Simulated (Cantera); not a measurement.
An isothermal, constant-pressure homogeneous reactor starts with C2H6 : N2 = 1 : 31 (molar parts), at 1175 K and 26.3 Torr.

Computed with Cantera and GRI-Mech 3.0 (53 species, 325 reactions). GRI-Mech 3.0 stops at C3 and has no aromatics, soot or wall deposition, so with more carbon than oxygen in the feed, carbon stays in small species such as C2H2 where larger ones or solid carbon would form. Radical loss at walls, strong at low pressure, is not modelled.

Q: Predict: x(C2H6) at 200 s; x(H) at 200 s; x(C2H4) at 200 s; x(C2H2) at 200 s; x(CH4) at 200 s.

A: 
| Property | Value |
|---|---|
| x(C2H6) at 200 s | 3.77e-7 (gas-phase equilibrium 1.39e-7) |
| x(H) at 200 s | 1.61e-7 (gas-phase equilibrium 1.53e-7) |
| x(C2H4) at 200 s | 0.00108 (gas-phase equilibrium 0.000359) |
| x(C2H2) at 200 s | 0.0262 (gas-phase equilibrium 0.0107) |
| x(CH4) at 200 s | 0.00470 (gas-phase equilibrium 0.00336) |
